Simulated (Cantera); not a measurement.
## Gas-phase reforming

An isothermal, constant-pressure homogeneous reactor starts with CH4 : H2O : H2 = 2.3 : 0.4 : 0.84 (molar parts), at 1898 K and 97.5 Torr.

Cantera simulation using GRI-Mech 3.0 (53 species, 325 reactions); the numbers are that mechanism's predictions, not measurements. GRI-Mech 3.0 stops at C3 and has no aromatics, soot or wall deposition, so with more carbon than oxygen in the feed, carbon stays in small species such as C2H2 where larger ones or solid carbon would form.

```tsv
t (s)	x CH4	x H2O	x H2	x CH3	x CH2
3.00e-6	0.649	0.113	0.237	0.000199	2.47e-9
1.94e-5	0.648	0.113	0.238	0.00132	1.44e-7
0.000126	0.634	0.112	0.244	0.00786	4.30e-6
0.000814	0.365	0.0952	0.440	0.0125	1.40e-5
0.00527	0.0859	0.0715	0.667	0.00343	5.99e-6
0.0341	0.0147	0.0518	0.734	0.000722	2.27e-6
0.221	0.00580	0.0121	0.769	0.000286	9.01e-7
1.43	0.00104	4.26e-6	0.781	5.14e-5	1.54e-7
9.27	0.00101	5.09e-8	0.781	4.99e-5	1.49e-7
60.0	0.00101	5.09e-8	0.781	4.99e-5	1.49e-7
```
x: mole fraction; the columns are a selection and need not sum to one.

Equilibrium at this temperature and pressure: CH4 0.00101, H2O 5.10e-8, H2 0.781, CH3 4.99e-5, CH2 1.49e-7 (gas phase only).
